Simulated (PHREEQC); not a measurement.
Consider water at 65 °C with 120 mmol/kgw HBr, 93 mmol/kgw ZnSO4 and 6.6 mmol/kgw MnSO4. Closed to the air; pH follows from the charge balance.

The numbers come from PHREEQC with the ion-association model, phreeqc.dat.

Each row changes one thing in this solution. Precipitation was switched off in this run.

```csv
case,pH,ionic strength (mol/kgw),Zn+2 (mol/kgw),HSO4- (mol/kgw),ZnSO4 (mol/kgw),SO4-2 (mol/kgw)
as made,1.34,0.312,0.0732,0.0608,0.0176,0.0163
HBr from 0.12 to 0.24 mol/kgw,0.92,0.437,0.0832,0.0802,0.00849,0.00927
diluted 10-fold with water,2.16,0.0352,0.00728,0.00397,0.00196,0.00378
MnSO4 replaced by Mn(NO3)2 at the same molality,1.32,0.319,0.0750,0.0578,0.0162,0.0149
ZnSO4 from 0.093 to 0.0093 mol/kgw,1.07,0.153,0.00885,0.0137,0.000361,0.00154
0.011 mol/kgw H2SO4 added,1.27,0.324,0.0735,0.0719,0.0174,0.0165
ZnSO4 from 0.093 to 0.0465 mol/kgw,1.20,0.227,0.0406,0.0395,0.00537,0.00682
```

Constants without temperature data keep their 25 °C values here.
